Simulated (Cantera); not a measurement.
A closed system holds: 1 mol Si, a varied amount of F₂, held at 648 K and 1800 Pa.

Method: chemical equilibrium by Gibbs-energy minimisation in Cantera with the NASA 1993 tables (ideal gas, pure condensed phases). Candidate condensed phases: Si; 9 gas species. The numbers say what is thermodynamically allowed, not how fast it happens.

Problem. Which condensed phases are stable at each of these points (n(F₂) (mol)): 0.87, 1.1, 1.5, 1.9, 2.5, 3.3, 4.3, 5.7?

Solution. 
```json
[
 {"n(F₂) (mol)": "0.87", "condensed phases": "Si(s)", "Si condensed (%)": "56.5"},
 {"n(F₂) (mol)": "1.1", "condensed phases": "Si(s)", "Si condensed (%)": "45.0"},
 {"n(F₂) (mol)": "1.5", "condensed phases": "Si(s)", "Si condensed (%)": "25.0"},
 {"n(F₂) (mol)": "1.9", "condensed phases": "Si(s)", "Si condensed (%)": "5.0"},
 {"n(F₂) (mol)": "2.5", "condensed phases": "gas only", "Si condensed (%)": "0.0"},
 {"n(F₂) (mol)": "3.3", "condensed phases": "gas only", "Si condensed (%)": "0.0"},
 {"n(F₂) (mol)": "4.3", "condensed phases": "gas only", "Si condensed (%)": "0.0"},
 {"n(F₂) (mol)": "5.7", "condensed phases": "gas only", "Si condensed (%)": "0.0"}
]
```

From 0.87 mol F₂ to 1.9 mol F₂ the condensed part is Si(s). From 2.5 mol F₂ to 5.7 mol F₂ nothing is condensed.
